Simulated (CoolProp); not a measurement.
Acetone along the isotherm 529.3 K: density (kg/m³) from the reference equation and from simpler models built on Tc = 508.1 K, pc = 46.92 bar, ω = 0.307; each cubic takes its own stable root.

Computed with CoolProp (reference Helmholtz-energy equation of state, Lemmon 2006). It is a short technical equation, of lower accuracy than the large ones.

```json
[
 {"p (bar)": "1.48", "phase": "gas", "reference": "1.975", "ideal gas": "1.953", "van der Waals": "1.970", "Redlich-Kwong": "1.972", "Soave-Redlich-Kwong": "1.972", "Peng-Robinson": "1.974"},
 {"p (bar)": "3.38", "phase": "gas", "reference": "4.575", "ideal gas": "4.461", "van der Waals": "4.550", "Redlich-Kwong": "4.561", "Soave-Redlich-Kwong": "4.559", "Peng-Robinson": "4.571"},
 {"p (bar)": "7.69", "phase": "gas", "reference": "10.77", "ideal gas": "10.15", "van der Waals": "10.63", "Redlich-Kwong": "10.70", "Soave-Redlich-Kwong": "10.68", "Peng-Robinson": "10.75"},
 {"p (bar)": "17.5", "phase": "gas", "reference": "26.71", "ideal gas": "23.10", "van der Waals": "25.95", "Redlich-Kwong": "26.29", "Soave-Redlich-Kwong": "26.19", "Peng-Robinson": "26.59"},
 {"p (bar)": "39.8", "phase": "gas", "reference": "80.14", "ideal gas": "52.53", "van der Waals": "75.20", "Redlich-Kwong": "77.32", "Soave-Redlich-Kwong": "75.85", "Peng-Robinson": "78.84"},
 {"p (bar)": "90.6", "phase": "supercritical", "reference": "(withheld)", "ideal gas": "119.6", "van der Waals": "279.7", "Redlich-Kwong": "326.4", "Soave-Redlich-Kwong": "314.9", "Peng-Robinson": "345.7"},
 {"p (bar)": "206", "phase": "supercritical", "reference": "536.3", "ideal gas": "(withheld)", "van der Waals": "340.2", "Redlich-Kwong": "424.4", "Soave-Redlich-Kwong": "(withheld)", "Peng-Robinson": "464.9"},
 {"p (bar)": "469", "phase": "supercritical", "reference": "615.9", "ideal gas": "619.0", "van der Waals": "388.1", "Redlich-Kwong": "504.5", "Soave-Redlich-Kwong": "501.8", "Peng-Robinson": "557.0"}
]
```

Complete the blanks.


- 90.6, reference: 435.2
- 206, ideal gas: 271.9
- 206, Soave-Redlich-Kwong: 419.2
